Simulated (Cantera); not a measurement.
Input: 1 mol HMDSO, 0.51 mol O3, 0.95 mol H2, 4.4 mol O2, equilibrated at 1425 K and 0.0900 bar.

Method: chemical equilibrium by Gibbs-energy minimisation in Cantera with the NASA 1993 tables (ideal gas, pure condensed phases). Candidate condensed phases: C, C6H6, C7H8, C8H18, H2O, Si, SiC, SiO2; 123 gas species. The feed counts by its element totals alone. The tables hold silica as quartz up to 1696 K and as liquid above; real silica turns to tridymite and cristobalite and melts near 1996 K. Equilibrium is a limit: real reactors are often held back by kinetics, nucleation or transport.

**Question.** What is the equilibrium state?

**Answer.** 
```
Item                                       Result
--------------------------------------  ---------
x(H2)                                       0.559
x(CO)                                       0.358
x(H2O)                                     0.0651
x(CO2)                                     0.0183
x(H)                                      1.70e-5
n(SiO2(β-quartz))                        2.00 mol
gas amount                              15.95 mol
log10 activity of C(graphite) (absent)      -3.08
log10 activity of Si(s) (absent)            -9.83
```
